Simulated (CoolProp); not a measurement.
The fluid at 293.15 K and 3.49 MPa is throttled through a valve to 0.855 MPa with no heat exchange. The same conditions are run with several fluids, on thermodynamics alone (safety and materials aside).

Model: reference Helmholtz-energy equation of state of each fluid (carbon dioxide: Span 1996; methane: Setzmann 1991; carbon monoxide: Lemmon 2006; ethylene: Smukala 2000; dry air: Lemmon 2000), in CoolProp. Blends and air are pseudo-pure fits.

```tsv
fluid	temperature change (K)	final density (kg/m³)
carbon dioxide	-35.9	[?]
methane	[?]	5.98
carbon monoxide	[?]	[?]
ethylene	[?]	[?]
dry air	[?]	[?]
```

Problem. Some entries are withheld; supply them.

Solution. 
- carbon dioxide, final density (kg/m³): 19.0
- methane, temperature change (K): -12.1
- carbon monoxide, temperature change (K): -6.5
- carbon monoxide, final density (kg/m³): 10.1
- ethylene, temperature change (K): -35.5
- ethylene, final density (kg/m³): 12.2
- dry air, temperature change (K): -5.9
- dry air, final density (kg/m³): 10.4
